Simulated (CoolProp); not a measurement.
A single-stage vapour-compression cycle with n-perfluorobutane: evaporating at 234.15 K (dew point), condensing at 294.15 K (bubble point), superheat 0 K, subcooling 8 K, compressor efficiency 0.6, no pressure losses. Each further row changes one setting.

The numbers come from the reference Helmholtz-energy equation of state, Gao 2022 in CoolProp.

| case | cooling COP | pressure ratio | discharge temperature (K) | refrigerating effect (kJ/kg) | volumetric capacity (kJ/m³) |
|---|---|---|---|---|---|
| as stated | 1.54 | 13.8 | 294.1 | 52.4 | 111 |
| evaporating temperature 239.15 K | 1.82 | 10.4 | 294.1 | 56.2 | 154 |
| condensing temperature 289.15 K | 1.81 | 11.6 | 289.1 | 58.0 | 122 |
| subcooling 13 K | 1.70 | 13.8 | 294.1 | 58.0 | 122 |
| superheat 10 K | 1.63 | 13.8 | 294.1 | 60.2 | 122 |
| compressor efficiency 0.5 | 1.28 | 13.8 | 294.1 | 52.4 | 111 |

The compression ends wet for: as stated; evaporating temperature 239.15 K; condensing temperature 289.15 K; subcooling 13 K; superheat 10 K; compressor efficiency 0.5.
